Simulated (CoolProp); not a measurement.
Properties of R125 along the isotherm -39.85 °C.

Values from CoolProp's reference Helmholtz-energy equation of state, Lemmon 2005.

```
p (MPa)   phase  density (kg/m³)  speed of sound (m/s)  conductivity (mW/(m K))
-------  ------  ---------------  --------------------  -----------------------
1.64     liquid             1489                 646.8                     88.4
3.29     liquid             1495                 658.8                     89.3
4.93     liquid             1500                 670.3                     90.2
6.58     liquid             1506                 681.3                     91.1
8.22     liquid             1511                 691.9                     92.0
9.87     liquid             1516                 702.1                     92.8
11.5     liquid             1521                 711.8                     93.7
13.2     liquid             1526                 721.6                     94.5
14.8     liquid             1531                 730.5                     95.3
16.4     liquid             1535                 739.1                     96.1
18.1     liquid             1539                 748.0                     96.9
```

Thermal conductivity comes from a separate model (Perkins 2006).
